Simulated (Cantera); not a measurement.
A closed system holds: 1 mol PbO, 3.6 mol C, 7.4 mol N2, equilibrated at 2250 °C and 10.0 mbar.

Cantera equilibrium calculation (NASA polynomials, part measured and part estimated; ideal gas, pure solids and liquids). Candidate condensed phases: C, Pb, PbO, PbO2, Pb3O4; 27 gas species. Equilibrium is a limit: real reactors are often held back by kinetics, nucleation or transport.

Base state: N2 0.786, CO 0.106, Pb 0.106, CN 0.00110, C3 7.09e-5, C2N2 7.00e-5, C 2.28e-5 (mole fractions); condensed: C(graphite).

Task: What changes in the equilibrium state with this change: pressure from 10.0 mbar to 1 atm?

Result: 
```csv
species,before,after
N2,0.786,0.787
CO,0.106,0.106
Pb,0.106,0.106
CN,0.00110,0.000110
C3,7.09e-5,6.99e-7
Pb2,2.37e-7,2.41e-5
C,2.28e-5,2.25e-7
C2N2,7.00e-5,7.01e-5
"C(graphite), mol",2.59,2.60
```
